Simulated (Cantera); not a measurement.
## N2O furnace oxynitridation

An isothermal, constant-pressure homogeneous reactor starts with 97.9 % N₂O, 1.96 % H₂O, 0.157 % N₂, at 1475 K and 13300 Pa.

Model: GRI-Mech 3.0 (53 species, 325 reactions), integrated in Cantera. GRI-Mech 3.0 was tuned for natural gas; its chemistry of N2O as a main component is partial and can be far from experiment. The temperature is held fixed by assumption; the heat of reaction is taken as removed at once.

| t (s) | x N₂O | x H₂O | x H₂ | x NO | x HO₂ |
|---|---|---|---|---|---|
| 0.000800 | 0.972 | 0.0195 | 4.20e-7 | 0.00103 | 1.83e-5 |
| 0.00176 | 0.963 | 0.0194 | 8.16e-7 | 0.00222 | 1.62e-5 |
| 0.00385 | 0.945 | 0.0193 | 9.10e-7 | 0.00474 | 1.21e-5 |
| 0.00846 | 0.907 | 0.0190 | 6.92e-7 | 0.0101 | 8.30e-6 |
| 0.0186 | 0.830 | 0.0185 | 5.53e-7 | 0.0208 | 4.95e-6 |
| 0.0408 | 0.689 | 0.0176 | 5.19e-7 | 0.0403 | 2.50e-6 |
| 0.0894 | 0.473 | 0.0162 | 5.59e-7 | 0.0700 | 1.07e-6 |
| 0.196 | 0.227 | 0.0146 | 6.73e-7 | 0.103 | 3.74e-7 |
| 0.431 | 0.0572 | 0.0135 | 7.13e-7 | 0.124 | 1.16e-7 |
| 0.946 | 0.00567 | 0.0131 | 2.84e-7 | 0.128 | 5.01e-8 |
| 2.08 | 0.000128 | 0.0131 | 9.95e-8 | 0.127 | 4.22e-8 |
| 4.56 | 4.47e-6 | 0.0131 | 9.50e-8 | 0.127 | 4.22e-8 |
| 10.0 | 4.42e-6 | 0.0131 | 9.50e-8 | 0.127 | 4.22e-8 |
x: mole fraction; the columns are a selection and need not sum to one.

Equilibrium at this temperature and pressure: N₂O 2.56e-8, H₂O 0.0131, H₂ 8.51e-8, NO 0.00124, HO₂ 4.95e-8 (gas phase only).
